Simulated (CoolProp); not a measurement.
Vapour-liquid equilibrium of CH2F2 (R32) (1) + R143a (2) at 1970 kPa; x and y are mole fractions of (1).

The numbers come from the multi-fluid Helmholtz-energy mixture model, Tillner-Roth 1997 and Lemmon and Jacobsen 2000; pair parameters Bell 2016 in CoolProp.

| x | bubble temperature, mixture model (K) | bubble temperature, Raoult's law (K) | y, mixture model | y, Raoult's law |
|---|---|---|---|---|
| 0.05 | 315.0 | 315.5 | 0.066 | 0.067 |
| 0.15 | 312.6 | 314.0 | 0.190 | 0.193 |
| 0.25 | 310.6 | 312.7 | 0.303 | 0.311 |
| 0.35 | 308.9 | 311.3 | 0.407 | 0.421 |
| 0.45 | 307.5 | 310.1 | 0.503 | 0.525 |
| 0.55 | 306.4 | 308.9 | 0.595 | 0.623 |
| 0.65 | 305.4 | 307.7 | 0.683 | 0.715 |
| 0.75 | 304.7 | 306.6 | 0.770 | 0.802 |
| 0.85 | 304.3 | 305.5 | 0.858 | 0.884 |
| 0.95 | 304.0 | 304.5 | 0.951 | 0.962 |

The largest gap from Raoult's law is -2.6 K in bubble temperature, at x = 0.45. No azeotrope shows between x = 0.05 and 0.95.

Pair parameters are fitted to limited data, so mixtures are less certain than the pure fluids.
